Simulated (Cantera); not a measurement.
Feed: 1 mol Cr₂O₃, 230 mol H₂, 0.061 mol H₂O, equilibrated at 12.8 Torr.

These are equilibrium values from Cantera (NASA tables, ideal gas, pure condensed phases), not measurements of a reactor. Candidate condensed phases: Cr, Cr₂O₃, H₂O; 13 gas species. Mutual solubility and eutectic melting of coexisting phases are not modelled. Rates play no part.

Problem. What share of the Cr ends up in condensed phases as a function of T (K), at 1573, 1598, 1623, 1648, 1673, 1698, 1723, 1748, 1773, 1798, 1823, 1848?

Solution. 
| T (K) | Cr condensed (%) | as |
|---|---|---|
| 1573 | 98.4 | Cr(s) + Cr₂O₃(s) |
| 1598 | 97.5 | Cr(s) + Cr₂O₃(s) |
| 1623 | 96.1 | Cr(s) + Cr₂O₃(s) |
| 1648 | 94.0 | Cr(s) + Cr₂O₃(s) |
| 1673 | 90.8 | Cr(s) + Cr₂O₃(s) |
| 1698 | 86.3 | Cr(s) + Cr₂O₃(s) |
| 1723 | 79.7 | Cr(s) + Cr₂O₃(s) |
| 1748 | 70.3 | Cr(s) + Cr₂O₃(s) |
| 1773 | 57.8 | Cr₂O₃(s) |
| 1798 | 47.5 | Cr₂O₃(s) |
| 1823 | 35.2 | Cr₂O₃(s) |
| 1848 | 20.4 | Cr₂O₃(s) |
